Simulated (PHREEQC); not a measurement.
Consider water at 40 °C with 0.0062 mol Ca(OH)2 and 3.1e-05 mol Ba(NO3)2 per kg of water. Closed to the air; pH follows from the charge balance.

Equilibrium calculation in PHREEQC: ion-association model, wateq4f.dat.

**Question.** The ionic strength comes out as 0.0182 mol/kgw. What activity coefficients do Ba+2, NO3-, OH-, Ca+2, CaOH+ get?

**Answer.** Ba+2 0.59, NO3- 0.87, OH- 0.87, Ca+2 0.59, CaOH+ 0.88.

Precipitation was switched off in this run. At this temperature some constants are extrapolated from 25 °C, and those without enthalpy data are left unchanged.
